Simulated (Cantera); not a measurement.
Feed: 1 mol CsCl, 3.8 mol HF, 4.1 mol H2, at 1925 K and 0.000990 bar.

Cantera equilibrium calculation (NASA polynomials, part measured and part estimated; ideal gas, pure solids and liquids). Candidate condensed phases: Cs, CsCl, CsF; 22 gas species. Kinetics and transport are ignored.

**Question.** What is the equilibrium state?

**Answer.** 
```
Property                               Result
----------------------------------  ---------
x(H2)                                   0.442
x(HF)                                   0.399
x(CsCl)                                0.0823
x(HCl)                                 0.0276
x(CsF)                                 0.0226
x(H)                                   0.0202
x(Cs)                                 0.00593
x(Cl)                                0.000950
x(F)                                  5.46e-6
gas amount                          9.022 mol
log10 activity of CsCl(l) (absent)      -4.76
log10 activity of Cs(l) (absent)        -6.99
```
